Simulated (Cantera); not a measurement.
Charge: 1 mol V2O3, 25 mol H2, a varied amount of H2O, held at 44.0 Pa.

Equilibrium computed with Cantera from the NASA thermochemical tables; the gas is ideal and each condensed phase is pure. Candidate condensed phases: H2O, V, VO, V2O3, V2O4, V2O5; 12 gas species. Mutual solubility and eutectic melting of coexisting phases are not modelled. VO: taken at fixed stoichiometry. Condensed phases not in the tables: the oxides between V2O3 and V2O5 other than VO2. Equilibrium is a limit: real reactors are often held back by kinetics, nucleation or transport.

### Question
What condenses at these points (T in °C, n(H2O) in mol): (1477, 1.3); (1327, 2.3); (1477, 0.14); (1177, 0.76); (1777, 1.3); (1777, 2.3)?

### Answer
| T (°C) | n(H2O) in mol | condensed phases | V condensed (%) |
|---|---|---|---|
| 1477 | 1.3 | V2O3 | 99.0 |
| 1327 | 2.3 | V2O3 | 99.9 |
| 1477 | 0.14 | VO + V2O3 | 99.5 |
| 1177 | 0.76 | V2O3 | 100.0 |
| 1777 | 1.3 | VO | 6.1 |
| 1777 | 2.3 | gas only | 0.0 |
